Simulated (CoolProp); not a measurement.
Computed with CoolProp (reference Helmholtz-energy equation of state, Thol 2016).

Question: Give the vapour pressure (kPa), liquid density (kg/m³), vapour density (kg/m³), enthalpy of vaporisation (kJ/kg) of saturated hexamethyldisiloxane (MM) at 292.1, 322.4 K.

Answer: 
```json
[
 {"T (K)": "292.1", "p (kPa)": "4.07", "liquid density (kg/m³)": "766", "vapour density (kg/m³)": "0.274", "enthalpy of vaporisation (kJ/kg)": "232"},
 {"T (K)": "322.4", "p (kPa)": "17.0", "liquid density (kg/m³)": "734", "vapour density (kg/m³)": "1.05", "enthalpy of vaporisation (kJ/kg)": "218"}
]
```
